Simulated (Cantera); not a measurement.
Feed: 1 mol SiCl₄, 0.32 mol NO, equilibrated at 1275 K and 10000 Pa.

Equilibrium computed with Cantera from the NASA thermochemical tables; the gas is ideal and each condensed phase is pure. Candidate condensed phases: Si, SiO₂, Si₂N₂O, Si₃N₄; 23 gas species. The tables hold silica as quartz up to 1696 K and as liquid above; real silica turns to tridymite and cristobalite and melts near 1996 K. Kinetics and transport are ignored.

Base state: SiCl₄ 0.632, Cl₂ 0.233, N₂ 0.120, Cl 0.0151 (mole fractions); condensed: SiO₂(β-quartz).

Q: What changes in the equilibrium state with this change: NO from 0.32 to 1.1 mol?

A: 
```json
[
 {"species": "Cl₂", "before": "0.233", "after": "0.507"},
 {"species": "N₂", "before": "0.120", "after": "0.259"},
 {"species": "SiCl₄", "before": "0.632", "after": "0.212"},
 {"species": "Cl", "before": "0.0151", "after": "0.0222"},
 {"species": "SiO₂(β-quartz), mol", "before": "0.160", "after": "0.550"}
]
```

Q: What changes in the equilibrium state with this change: pressure from 10000 Pa to 67.0 Pa?

A: 
| species | before | after |
|---|---|---|
| SiCl₄ | 0.632 | 0.589 |
| Cl₂ | 0.233 | 0.150 |
| Cl | 0.0151 | 0.148 |
| N₂ | 0.120 | 0.112 |
| SiCl₃ | 2.91e-6 | 4.13e-5 |
| SiO₂(β-quartz), mol | 0.160 | 0.160 |
The tables' values for SiCl₃ are old estimates; treat these amounts as uncertain.
